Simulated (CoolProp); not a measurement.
A single-stage vapour-compression cycle with the fluid: evaporating at 301.15 K (dew point), condensing at 337.15 K (bubble point), superheat 10 K, subcooling 2 K, compressor efficiency 0.85, no pressure losses. The same conditions are run with several fluids, on thermodynamics alone (safety and materials aside).

Model: reference Helmholtz-energy equation of state of each fluid (R407C: Lemmon 2003; R236EA: Rui 2013; R123: Younglove 1994; R124: de Vries 1995; R141b: Lemmon 2006; R404A: Lemmon 2003), in CoolProp. Blends and air are pseudo-pure fits.

### Question
Rank R407C, R236EA, R123, R124, R141b, R404A by cooling COP, highest first.

### Answer
R141b (6.40), R123 (6.30), R236EA (5.94), R124 (5.86), R407C (4.55), R404A (4.49)

| fluid | pressure ratio | discharge temperature (K) | refrigerating effect (kJ/kg) | volumetric capacity (kJ/m³) |
|---|---|---|---|---|
| R407C | 2.71 | 364.1 | 134 | 5980 |
| R236EA | 2.94 | 340.9 | 119 | 1710 |
| R123 | 3.14 | 347.6 | 142 | 887 |
| R124 | 2.62 | 346.6 | 113 | 2770 |
| R141b | 3.14 | 352.4 | 192 | 787 |
| R404A | 2.34 | 353.6 | 89.1 | 5830 |
